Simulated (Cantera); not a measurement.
Feed: 1 mol CO, 0.28 mol NH₃, 7.6 mol N₂, 0.46 mol H₂, at 1500 K and 10.0 Torr.

These are equilibrium values from Cantera (NASA tables, ideal gas, pure condensed phases), not measurements of a reactor. Candidate condensed phases: C, C₆H₆, C₇H₈, C₈H₁₈, H₂O; 136 gas species. Rates play no part.

Base state: N₂ 0.805, CO 0.104, H₂ 0.0914, H 4.61e-5 (mole fractions); condensed: gas only.

What changes in the equilibrium state with this change: CO replaced by C₂H₂?


```csv
species,before,after
N₂,0.805,0.804
H₂,0.0914,0.195
HCN,9.39e-6,0.000419
CO,0.104,0
H,4.61e-5,6.73e-5
"C(graphite), mol",0,2.00
```

What changes in the equilibrium state with this change: CO replaced by C₆H₆?


```csv
species,before,after
N₂,0.805,0.666
H₂,0.0914,0.334
HCN,9.39e-6,0.000498
CO,0.104,0
H,4.61e-5,8.81e-5
"C(graphite), mol",0,5.99
```
